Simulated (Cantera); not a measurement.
Cantera run:

```python
import numpy as np
import cantera as ct

gas_names = [...]  # 169 gases of nasa_gas.yaml made of C, H, N, O
cond_names = """
    C(gr) C6H6(L) C7H8(L) C8H18(L),n-octa H2O(s) H2O(L)
""".split()


# ... load() reads the species with a 1 bar reference pressure and builds the phases ...
atoms = {
    'C': {'C': 1},
    'H2O': {'H': 2, 'O': 1},
    'N2': {'N': 2},
}
top_T = {'C(gr)': 4500}  # K; cautious upper limits of use, not melting points


# ... equilibrate(T, P, feed) seeds the gas with the atoms and calls Mixture.equilibrate('TP', solver="vcs", rtol=1e-11, max_steps=5000) ...
results = []
feed = {'C': 1, 'H2O': 0.36, 'N2': 0.66}  # mol
P = 14000  # Pa
for T in [2000, 2500, 3000, 3500, 4000, 4500, 5000]:
    mix = equilibrate(T, P, feed)
    results.append((T, P, feed, dict(zip(mix.species_names, mix.species_moles))))

top = {s: max(r[3][s] / sum(r[3][g] for g in gas_names) for r in results) for s in gas_names}
cols = sorted((s for s in top if top[s] > 0.001), key=lambda s: -top[s])[:7]
seen = [c for c in cond_names if any(r[3].get(c, 0) > 1e-12 for r in results)]
print("log10 of partial pressures in bar; condensed amounts in mol")
print(f"{'T/K':>10s}" + "".join(f"{s[:9]:>10s}" for s in cols + seen))
for T, P, feed, n in results:
    ng = sum(n[g] for g in gas_names)
    print(f"{T:10.4g}" + "".join(f"{np.log10(max(n[s] / ng * P / 1e5, 1e-99)):10.3f}" for s in cols)
          + "".join(f"{n.get(c, 0):10.4g}" for c in seen))
```

Result:

```
log10 of partial pressures in bar; condensed amounts in mol
       T/K        N2         H        CO        H2         C        C3        CN     C(gr)
      2000    -1.177    -3.511    -1.438    -1.445   -10.517   -10.557    -6.837    0.6319
      2500    -1.193    -2.350    -1.444    -1.501    -6.779    -6.304    -4.584     0.597
      3000    -1.242    -1.675    -1.475    -1.747    -4.295    -3.506    -3.108    0.5069
      3500    -1.352    -1.412    -1.566    -2.367    -2.695    -2.038    -2.263         0
      4000    -1.403    -1.342    -1.615    -3.089    -1.952    -2.313    -2.068         0
      4500    -1.442    -1.358    -1.653    -3.793    -1.595    -3.189    -2.134         0
      5000    -1.474    -1.375    -1.676    -4.366    -1.496    -4.454    -2.372         0
```

Cantera equilibrium calculation (NASA polynomials, part measured and part estimated; ideal gas, pure solids and liquids).
